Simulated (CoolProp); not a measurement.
Saturation properties of ethylene (Tc = 282.4 K, pc = 5.042 MPa, ω = 0.087).

Model: reference Helmholtz-energy equation of state, Smukala 2000, in CoolProp.

| T (K) | p (MPa) | liquid cp (kJ/(kg K)) | surface tension (mN/m) |
|---|---|---|---|
| 139.3 | 0.01112 | 2.409 | … |
| 142 | 0.01416 | 2.407 | 21.1 |
| 144.6 | 0.01770 | 2.405 | 20.6 |
| 147.3 | 0.02212 | 2.404 | 20.1 |
| 149.9 | 0.02717 | 2.404 | 19.7 |
| 152.6 | 0.03335 | 2.404 | 19.2 |
| 155.3 | 0.04062 | 2.404 | 18.7 |
| 157.9 | 0.04876 | 2.405 | 18.3 |
| 160.6 | 0.05853 | 2.407 | 17.8 |
| 163.2 | 0.06934 | 2.409 | 17.4 |
| 165.9 | 0.08216 | 2.413 | 16.9 |
| 168.6 | 0.09676 | 2.416 | 16.5 |
| 171.2 | 0.1127 | 2.421 | 16.0 |
| 173.9 | 0.1312 | … | … |
| 176.6 | 0.1521 | 2.432 | 15.1 |

Task: Fill in the missing entries.

Result: 
- 139.3, surface tension (mN/m): 21.5
- 173.9, liquid cp (kJ/(kg K)): 2.426
- 173.9, surface tension (mN/m): 15.6

It boils at 169.4 K under 1 atm.

Surface tension comes from a separate correlation (Mulero 2012).
